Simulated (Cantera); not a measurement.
Cantera run, input and output.

```python
import numpy as np
import cantera as ct

gas = ct.Solution("gri30.yaml")
gas.TPX = 400, 910000, {'CH4': 1, 'H2': 0.3, 'O2': 4.22, 'N2': 15.9}
inlet = ct.Reservoir(gas, clone=True)
gas.equilibrate("HP")  # start burning
reactor = ct.IdealGasConstPressureReactor(gas, energy="on", clone=False)
exhaust = ct.Reservoir(gas, clone=True)
tau = [0.067, 0.02, 0.0058, 0.0017, 0.00051, 0.00015, 4.4e-05, 1.3e-05, 3.8e-06][0]
for a, b in ((inlet, reactor), (reactor, exhaust)):
    ct.MassFlowController(a, b, mdot=lambda t: reactor.mass / tau)
net = ct.ReactorNet([reactor])
show = ['CH4', 'H2', 'O2', 'CH2', 'HO2', 'CH2CO']

rows = []
print(f"{'tau/s':>10s}{'T/K':>9s}" + "".join(f"{s:>11s}" for s in show))
for tau in [0.067, 0.02, 0.0058, 0.0017, 0.00051, 0.00015, 4.4e-05, 1.3e-05, 3.8e-06]:
    net.initial_time = 0.0
    net.advance(30 * tau)
    before = gas.X
    net.advance(40 * tau)
    drift = np.max(np.abs(gas.X - before) / (gas.X + 1e-9))
    rows.append([gas.T, *gas[show].X, drift])
    print(f"{tau:10.3e}{gas.T:9.1f}" + "".join(f"{x:11.3e}" for x in gas[show].X))
```

Result:

```
     tau/s      T/K        CH4         H2         O2        CH2        HO2      CH2CO
 6.700e-02   1588.4  1.732e-05  1.277e-05  9.740e-02  4.509e-09  2.404e-06  2.099e-08
 2.000e-02   1585.3  4.443e-05  3.301e-05  9.758e-02  1.441e-08  5.896e-06  1.126e-07
 5.800e-03   1576.0  1.260e-04  9.644e-05  9.818e-02  4.331e-08  1.610e-05  6.470e-07
 1.700e-03   1535.8  5.135e-04  4.005e-04  1.009e-01  9.338e-08  5.385e-05  5.555e-06
 5.100e-04    400.0  4.669e-02  1.401e-02  1.970e-01  7.912e-34 -1.091e-18 -4.737e-18
 1.500e-04    400.0  4.669e-02  1.401e-02  1.970e-01 -6.868e-36 -3.276e-20 -1.423e-19
 4.400e-05    400.0  4.669e-02  1.401e-02  1.970e-01 -5.808e-37 -3.676e-23 -1.596e-22
 1.300e-05    400.0  4.669e-02  1.401e-02  1.970e-01 -1.376e-37 -2.321e-24 -1.008e-23
 3.800e-06    400.0  4.669e-02  1.401e-02  1.970e-01 -2.949e-38 -1.464e-25 -6.369e-25
```

Model: GRI-Mech 3.0 (53 species, 325 reactions), integrated in Cantera.
